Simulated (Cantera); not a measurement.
Source: NASA polynomial tables (part measured, part estimated), evaluated in Cantera. Values are per mole of reaction as written; species without (g) are pure solids or liquids, kept so even where they would boil at 1 bar.

**Question.** Between 300 and 3000 K, where is each reaction favourable under standard conditions?
- 0.5 Si + F2(g) = 0.5 SiF4(g)
- H2(g) + F2(g) = 2 HF(g)
- 0.5 C + F2(g) = 0.5 CF4(g)

**Answer.** 
- 0.5 Si + F2(g) = 0.5 SiF4(g): ΔG° is -786 kJ at 300 K and -573 kJ at 3000 K; it stays negative (K > 1). ΔH° is -831 kJ and ΔS° -86 J/K at 3000 K.
- H2(g) + F2(g) = 2 HF(g): ΔG° is -549 kJ at 300 K and -565 kJ at 3000 K; it stays negative (K > 1). ΔH° is -559 kJ and ΔS° 2 J/K at 3000 K.
- 0.5 C + F2(g) = 0.5 CF4(g): ΔG° is -444 kJ at 300 K and -240 kJ at 3000 K; it stays negative (K > 1). ΔH° is -464 kJ and ΔS° -75 J/K at 3000 K.
